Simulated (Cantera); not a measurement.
Feed: 1 mol AlN, 0.68 mol H2O, 0.77 mol N2, equilibrated at 1475 °C and 0.00320 bar.

Method: chemical equilibrium by Gibbs-energy minimisation in Cantera with the NASA 1993 tables (ideal gas, pure condensed phases). Candidate condensed phases: Al, AlN, Al2O3, H2O; 35 gas species. Mutual solubility and eutectic melting of coexisting phases are not modelled. Rates play no part.

Q: What is the equilibrium state?

A: 
```
Property                              Value
--------------------------------  ---------
x(N2)                                 0.593
x(H2)                                 0.403
x(H)                                0.00257
x(Al)                              0.000614
x(Al2O)                            0.000151
x(AlH)                              1.16e-5
x(H2O)                              3.51e-6
x(AlOH)                             2.89e-6
n(AlN(s))                         0.545 mol
n(Al2O3(s))                       0.227 mol
gas amount                        1.681 mol
log10 activity of Al(l) (absent)      -2.34
```
